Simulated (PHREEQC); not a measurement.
H2SO4 is added in steps, without added water, to 1 kg of water holding 0.065 mol/kgw ZnSO4, 0.0051 mol/kgw H3AsO4 and 0.0025 mol/kgw NaCl, at 20 °C. Oxygen alone is held at its pressure in air (log pO2 = -0.68). The system is closed to CO2. Only these solids could form: Zn(OH)2-e, Zn4(OH)6SO4, Zn5(OH)8Cl2, Zn3(AsO4)2:2.5w, Halite, Mirabilite, Goslarite.

Base run: PHREEQC, ion-association model, wateq4f.dat. Each further column changes one thing. The table gives pH.

| H2SO4 added (mol) | base | Debye-Hückel limiting law | metal-ligand complexes left out | Davies equation for every ion | all activity coefficients set to 1 |
|---|---|---|---|---|---|
| 0 | 2.75 | 2.78 | 2.88 | 2.76 | 2.72 |
| 0.004875 | 2.26 | 2.30 | 2.40 | 2.28 | 2.22 |
| 0.00975 | 2.03 | 2.07 | 2.17 | 2.04 | 1.98 |
| 0.01463 | 1.87 | 1.92 | 2.01 | 1.89 | 1.82 |
| 0.0195 | 1.76 | 1.81 | 1.89 | 1.78 | 1.70 |
| 0.02438 | 1.67 | 1.73 | 1.80 | 1.69 | 1.61 |
| 0.02925 | 1.59 | 1.66 | 1.72 | 1.61 | 1.53 |
| 0.03413 | 1.53 | 1.59 | 1.65 | 1.55 | 1.47 |
| 0.039 | 1.47 | 1.54 | 1.59 | 1.50 | 1.41 |

The database has no arsenate complexes of Zn.
